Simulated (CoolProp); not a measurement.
A closed Brayton cycle with carbon dioxide: compressor inlet 312.15 K and 8.1 MPa, high pressure 14.9 MPa, turbine inlet 845 K, compressor efficiency 0.89, turbine efficiency 0.9, recuperator effectiveness 0.9 (on enthalpy, no pinch check). Each further row changes one setting.

The numbers come from the reference Helmholtz-energy equation of state, Span 1996 in CoolProp.

| case | thermal efficiency (%) | net work (kJ/kg) | compressor to turbine work | compressor exit (K) | turbine exit (K) |
|---|---|---|---|---|---|
| as stated | 30.3 | 63.7 | 0.25 | 353.1 | 770.3 |
| turbine inlet 795 K | 29.2 | ? | ? | 353.1 | 723.1 |
| compressor inlet 322.15 K | 30.5 | 57.7 | 0.32 | 371.2 | 770.3 |
| high pressure 12.7 MPa | 26.6 | 48.4 | 0.23 | ? | 789.5 |
| recuperator effectiveness 0.5 | 15.7 | 63.7 | 0.25 | 353.1 | 770.3 |

**Question.** What belongs in the gaps?

**Answer.** 
- turbine inlet 795 K, net work (kJ/kg): 58.3
- turbine inlet 795 K, compressor to turbine work: 0.26
- high pressure 12.7 MPa, compressor exit (K): 342.3
